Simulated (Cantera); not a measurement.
Cantera run:

```python
import numpy as np
import cantera as ct

gas_names = """
    H HNO HNO2 HNO3 HO2 H2 H2O H2O2 H2S H2SO4 N NH NH2 NH3 NH2OH NO NO2 NO3 N2 N2H2 N2H4 N2O O OH O2 O3
    S SH SN SO SO2 SO3 S2 S2O S8
""".split()
cond_names = """
    H2O(s) H2O(L) H2SO4(L) S(cr1) S(cr2) S(L)
""".split()


# ... load() reads the species with a 1 bar reference pressure and builds the phases ...
atoms = {
    'SO2': {'S': 1, 'O': 2},
    'H2O': {'H': 2, 'O': 1},
    'N2': {'N': 2},
}
top_T = {}  # K; cautious upper limits of use, not melting points


# ... equilibrate(T, P, feed) seeds the gas with the atoms and calls Mixture.equilibrate('TP', solver="vcs", rtol=1e-11, max_steps=5000) ...
results = []
feed = {'SO2': 1, 'H2O': 6.5, 'N2': 4.1}  # mol
P = 133.322  # Pa
for T in [1073, 1273, 1473, 1673, 1873, 2073, 2273, 2473, 2673, 2873, 3073, 3273]:
    mix = equilibrate(T, P, feed)
    results.append((T, P, feed, dict(zip(mix.species_names, mix.species_moles))))

top = {s: max(r[3][s] / sum(r[3][g] for g in gas_names) for r in results) for s in gas_names}
cols = sorted((s for s in top if top[s] > 1e-06), key=lambda s: -top[s])[:8]
seen = [c for c in cond_names if any(r[3].get(c, 0) > 1e-12 for r in results)]
print("log10 of partial pressures in bar; condensed amounts in mol")
print(f"{'T/K':>10s}" + "".join(f"{s[:9]:>10s}" for s in cols + seen))
for T, P, feed, n in results:
    ng = sum(n[g] for g in gas_names)
    print(f"{T:10.4g}" + "".join(f"{np.log10(max(n[s] / ng * P / 1e5, 1e-99)):10.3f}" for s in cols)
          + "".join(f"{n.get(c, 0):10.4g}" for c in seen))
```

Output:

```
log10 of partial pressures in bar; condensed amounts in mol
       T/K       H2O         H        N2         O        H2       SO2        OH        O2
      1073    -3.127   -11.854    -3.327   -13.207    -8.002    -3.940    -9.407    -8.604
      1273    -3.127    -9.556    -3.327   -10.550    -6.819    -3.940    -7.803    -7.164
      1473    -3.128    -7.844    -3.327    -8.672    -5.893    -3.940    -6.664    -6.235
      1673    -3.132    -6.537    -3.328    -7.243    -5.187    -3.942    -5.800    -5.534
      1873    -3.149    -5.510    -3.333    -6.120    -4.640    -3.951    -5.129    -4.987
      2073    -3.198    -4.693    -3.347    -5.221    -4.225    -3.982    -4.610    -4.563
      2273    -3.328    -4.049    -3.386    -4.505    -3.947    -4.070    -4.239    -4.264
      2473    -3.639    -3.580    -3.470    -3.964    -3.856    -4.291    -4.060    -4.133
      2673    -4.283    -3.312    -3.583    -3.618    -4.043    -4.764    -4.155    -4.251
      2873    -5.248    -3.218    -3.655    -3.455    -4.479    -5.580    -4.511    -4.623
      3073    -6.291    -3.195    -3.680    -3.398    -4.977    -6.625    -4.964    -5.117
      3273    -7.269    -3.189    -3.688    -3.381    -5.443    -7.687    -5.410    -5.616
```

Method: chemical equilibrium by Gibbs-energy minimisation in Cantera with the NASA 1993 tables (ideal gas, pure condensed phases).
